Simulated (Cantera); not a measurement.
Input (Python, Cantera) and output of one run.

```python
import numpy as np
import cantera as ct

gas_names = """
    CL CL2 H HCL H2 Si SiCL SiCL2 SiCL3 SiCL4 SiH SiHCL3 SiH2 SiH2CL2 SiH3 SiH3CL SiH4 Si2 Si3
""".split()
cond_names = """
    Si(cr) Si(L)
""".split()


def load(file, names, dense=False):
    # The tables refer to 1 bar. Condensed volumes are neglected.
    table = {s.name: s for s in ct.Species.list_from_file(file)}
    out = []
    for n in names:
        d = dict(table[n].input_data)
        d["thermo"] = dict(d["thermo"], **{"reference-pressure": 1e5})
        if dense:
            d["equation-of-state"] = {"model": "constant-volume", "density": "1e6 g/cm^3"}
        out.append(ct.Species.from_dict(d))
    return out


gas = ct.Solution(thermo="ideal-gas", species=load("nasa_gas.yaml", gas_names))
cond = {s.name: ct.Solution(thermo="fixed-stoichiometry", species=[s], name=s.name)
        for s in load("nasa_condensed.yaml", cond_names, dense=True)}
atoms = {
    'SiHCl3': {'Si': 1, 'H': 1, 'CL': 3},
    'HCl': {'H': 1, 'CL': 1},
    'H2': {'H': 2},
}
top_T = {}  # K; cautious upper limits of use, not melting points


def equilibrate(T, P, feed):
    n = {}
    for name, mol in feed.items():
        for a, k in atoms[name].items():
            n[a] = n.get(a, 0.0) + k * mol
    gas.TPX = T, P, n
    mass = sum(n.values()) * gas.mean_molecular_weight
    gas.equilibrate("TP")
    valid = [c for c in cond.values() if c.min_temp <= T <= top_T.get(c.name, c.max_temp)]
    mix = ct.Mixture([(gas, mass / gas.mean_molecular_weight)] + [(c, 0.0) for c in valid])
    mix.T, mix.P = T, P
    mix.equilibrate("TP", solver="vcs", rtol=1e-11, max_steps=5000)
    return mix


results = []
feed = {'SiHCl3': 1, 'HCl': 3.1, 'H2': 64}  # mol
P = 61000  # Pa
for T in [850, 925, 1000, 1075, 1150, 1225, 1300, 1375, 1450, 1525, 1600, 1675]:
    mix = equilibrate(T, P, feed)
    results.append((T, P, feed, dict(zip(mix.species_names, mix.species_moles))))

top = {s: max(r[3][s] / sum(r[3][g] for g in gas_names) for r in results) for s in gas_names}
cols = sorted((s for s in top if top[s] > 1e-06), key=lambda s: -top[s])[:9]
seen = [c for c in cond_names if any(r[3].get(c, 0) > 1e-12 for r in results)]
print("log10 of partial pressures in bar; condensed amounts in mol")
print(f"{'T/K':>10s}" + "".join(f"{s[:9]:>10s}" for s in cols + seen))
for T, P, feed, n in results:
    ng = sum(n[g] for g in gas_names)
    print(f"{T:10.4g}" + "".join(f"{np.log10(max(n[s] / ng * P / 1e5, 1e-99)):10.3f}" for s in cols)
          + "".join(f"{n.get(c, 0):10.4g}" for c in seen))
```

Output:

```
log10 of partial pressures in bar; condensed amounts in mol
       T/K        H2       HCL     SiCL4     SiCL2    SiHCL3     SiCL3   SiH2CL2         H    SiH3CL    Si(cr)
       850    -0.235    -1.716    -2.069    -8.076    -3.369    -5.998    -5.724   -10.806    -8.704         0
       925    -0.236    -1.705    -2.093    -6.624    -3.063    -5.158    -5.040    -9.702    -7.625         0
      1000    -0.236    -1.690    -2.131    -5.425    -2.828    -4.470    -4.493    -8.762    -6.751         0
      1075    -0.237    -1.670    -2.186    -4.435    -2.659    -3.911    -4.063    -7.952    -6.048         0
      1150    -0.238    -1.643    -2.267    -3.631    -2.555    -3.469    -3.743    -7.246    -5.502         0
      1225    -0.239    -1.603    -2.392    -3.014    -2.534    -3.152    -3.550    -6.626    -5.127         0
      1300    -0.242    -1.553    -2.591    -2.590    -2.621    -2.977    -3.501    -6.077    -4.933         0
      1375    -0.244    -1.507    -2.884    -2.335    -2.817    -2.941    -3.579    -5.587    -4.884         0
      1450    -0.246    -1.471    -3.260    -2.208    -3.099    -3.015    -3.748    -5.147    -4.934   0.01743
      1525    -0.247    -1.453    -3.675    -2.144    -3.416    -3.146    -3.950    -4.750    -5.014   0.02689
      1600    -0.248    -1.447    -4.092    -2.108    -3.734    -3.296    -4.152    -4.388    -5.096   0.02103
      1675    -0.248    -1.445    -4.490    -2.086    -4.036    -3.447    -4.345    -4.059    -5.174  0.008487
```

Cantera equilibrium calculation (NASA polynomials, part measured and part estimated; ideal gas, pure solids and liquids). The tables' values for SiCl3 are old estimates; treat these amounts as uncertain. Gases not in the tables: Si2H6 and higher silanes.
